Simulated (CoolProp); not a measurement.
Values from CoolProp's reference Helmholtz-energy equation of state, Lemmon 2006. It is a short technical equation, of lower accuracy than the large ones.

Question: For carbonyl sulfide, give the phase and the density (kg/m³), cp (kJ/(kg K)), isothermal compressibility (1/MPa), expansivity (1/kK) at 620 K and 11900 kPa.

Answer: 
- 620 K and 11900 kPa: supercritical; density 154, cp 1.01, isothermal compressibility 0.0909, expansivity 2.46
